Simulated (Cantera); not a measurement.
Charge: 1 mol SiHCl3, 1.5 mol N2, equilibrated at 2098 K and 63.0 Pa.

Method: chemical equilibrium by Gibbs-energy minimisation in Cantera with the NASA 1993 tables (ideal gas, pure condensed phases). Candidate condensed phases: NH4Cl, Si, Si3N4; 28 gas species. The tables' values for SiCl, SiCl3, SiN are old estimates; treat these amounts as uncertain. Kinetics and transport are ignored.

Base state: N2 0.393, SiCl2 0.236, HCl 0.192, Cl 0.109, H2 0.0252, H 0.0195, Si 0.0156, SiCl 0.00897 (mole fractions); condensed: gas only.

Problem. What changes in the equilibrium state with this change: pressure from 63.0 Pa to 13.3 mbar?

Solution. 
| species | before | after |
|---|---|---|
| N2 | 0.393 | 0.422 |
| SiCl2 | 0.236 | 0.270 |
| HCl | 0.192 | 0.240 |
| Cl | 0.109 | 0.0342 |
| Si | 0.0156 | 0.000405 |
| H | 0.0195 | 0.00366 |
| H2 | 0.0252 | 0.0189 |
| Si2 | 1.52e-5 | 2.17e-7 |
| SiCl4 | 5.93e-6 | 0.000299 |
The tables' values for SiCl3, SiCl are old estimates; treat these amounts as uncertain.
